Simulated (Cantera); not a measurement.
Feed: 1 mol Ta2O5, 0.62 mol CH4, 1.4 mol H2, held at 1248 K and 750 Torr.

Equilibrium computed with Cantera from the NASA thermochemical tables; the gas is ideal and each condensed phase is pure. Candidate condensed phases: C, C6H6, C7H8, C8H18, H2O, Ta, TaC, Ta2O5; 113 gas species. Mutual solubility and eutectic melting of coexisting phases are not modelled. TaC: taken at fixed stoichiometry. Condensed phases not in the tables: Ta2C. Kinetics and transport are ignored.

Base state: H2 0.872, CO 0.117, CH4 0.00849, H2O 0.00157, CO2 0.000136 (mole fractions); condensed: C(graphite) + TaC(s) + Ta2O5(s).

Q: What changes in the equilibrium state with this change: temperature from 1248 K to 2148.15 K?

A: 
```tsv
species	before	after
H2	0.872	0.849
CO	0.117	0.142
H2O	0.00157	0.00481
CH4	0.00849	3.61e-7
H	4.36e-7	0.00384
CO2	0.000136	0.000158
C(graphite), mol	0.105	0
TaC(s), mol	0.141	0.182
Ta2O5(s), mol	0.929	0
Ta2O5(l), mol	0	0.909
```

Q: What changes in the equilibrium state with this change: temperature from 1248 K to 2623 K?

A: 
```csv
species,before,after
H2,0.872,0.767
CO,0.117,0.186
H,4.36e-7,0.0369
TaO2,<1e-9,0.00188
TaO,<1e-9,0.000503
CH4,0.00849,2.44e-8
"C(graphite), mol",0.105,0
"TaC(s), mol",0.141,0
"Ta2O5(s), mol",0.929,0
"Ta(s), mol",0,0.257
"Ta2O5(l), mol",0,0.868
```
Condensed phases not in the tables: Ta2C, N, O or C dissolved in the metal.
